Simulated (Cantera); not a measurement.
Feed: 1 mol SiH2Cl2, 2 mol N2, 0.54 mol H2, held at 9.70 mbar.

Equilibrium computed with Cantera from the NASA thermochemical tables; the gas is ideal and each condensed phase is pure. Candidate condensed phases: NH4Cl, Si, Si3N4; 28 gas species. N2 is the only nitrogen source here; it is nearly inert below about 1500 K, so the nitride shown seldom forms there in practice. Kinetics and transport are ignored.

Q: What share of the Si ends up in condensed phases as a function of T (K), at 873, 923, 973, 1023, 1073, 1123, 1173, 1223, 1273, 1323?

A: 
| T (K) | Si condensed (%) | as |
|---|---|---|
| 873 | 81.7 | Si3N4(s) |
| 923 | 82.8 | Si3N4(s) |
| 973 | 83.8 | Si3N4(s) |
| 1023 | 84.6 | Si3N4(s) |
| 1073 | 85.4 | Si3N4(s) |
| 1123 | 86.0 | Si3N4(s) |
| 1173 | 86.4 | Si3N4(s) |
| 1223 | 86.6 | Si3N4(s) |
| 1273 | 86.2 | Si3N4(s) |
| 1323 | 85.0 | Si3N4(s) |
